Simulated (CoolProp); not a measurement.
Vapour-liquid equilibrium of carbon dioxide (1) + CH3F (R41) (2) at 0.741 MPa; x and y are mole fractions of (1).

Model: multi-fluid Helmholtz-energy mixture model, Span 1996 and Lemmon 2006; pair parameters Bell 2016, in CoolProp.

### Question
Give the bubble temperature and the first vapour's composition at x = 0.05, 0.5, 0.95. Is there an azeotrope?

### Answer
x = 0.05: 239.2 K, y = 0.077; x = 0.5: 232.1 K, y = 0.612; x = 0.95: 225.9 K, y = 0.971. No azeotrope shows between x = 0.05 and 0.95.

The pair parameters rest on a limited set of measurements; away from them the model extrapolates.
